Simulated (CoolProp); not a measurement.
Vapour-liquid equilibrium of R114 (1) + n-hexane (2) at 297.9 K; x and y are mole fractions of (1).

The numbers come from the multi-fluid Helmholtz-energy mixture model, Platzer 1990 and Thol 2019; pair parameters Bell 2016 in CoolProp. This equation is an older, rougher fit; its heat capacities, sound speeds and derivatives of the liquid may be far off and weren't checked against measurements.

| x | bubble pressure (bar) | y at the bubble point | dew pressure at overall composition x (bar) | liquid density (mol/L) |
|---|---|---|---|---|
| 0.05 | 0.3669 | 0.477 | 0.2095 | 7.641 |
| 0.2 | 0.7832 | ? | 0.2468 | 7.764 |
| 0.35 | 1.100 | 0.866 | 0.3000 | 7.890 |
| 0.5 | 1.353 | 0.908 | 0.3821 | 8.020 |
| 0.65 | 1.576 | 0.937 | 0.5251 | ? |
| 0.8 | ? | 0.963 | 0.8304 | 8.301 |
| 0.95 | 2.038 | 0.990 | 1.686 | 8.459 |

### Question
Complete the blanks.

### Answer

- 0.2, y at the bubble point: 0.784
- 0.65, liquid density (mol/L): 8.156
- 0.8, bubble pressure (bar): 1.797

No azeotrope shows between x = 0.05 and 0.95.

Pair parameters are fitted to limited data, so mixtures are less certain than the pure fluids.
